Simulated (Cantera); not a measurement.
A closed system holds: 1 mol Si, 2.6 mol NF3, at 10.0 Torr.

Method: chemical equilibrium by Gibbs-energy minimisation in Cantera with the NASA 1993 tables (ideal gas, pure condensed phases). Candidate condensed phases: Si, Si3N4; 16 gas species. Equilibrium is a limit: real reactors are often held back by kinetics, nucleation or transport. All values below are at 948 K.

Base state: N2 0.270, F2 0.266, F 0.255, SiF4 0.208, NF3 0.000911 (mole fractions); condensed: gas only.

Problem. What changes in the equilibrium state with this change: NF3 from 2.6 to 1.4 mol?

Solution. 
```csv
species,before,after
SiF4,0.208,0.537
N2,0.270,0.376
F,0.255,0.0686
F2,0.266,0.0193
NF3,0.000911,2.10e-5
```
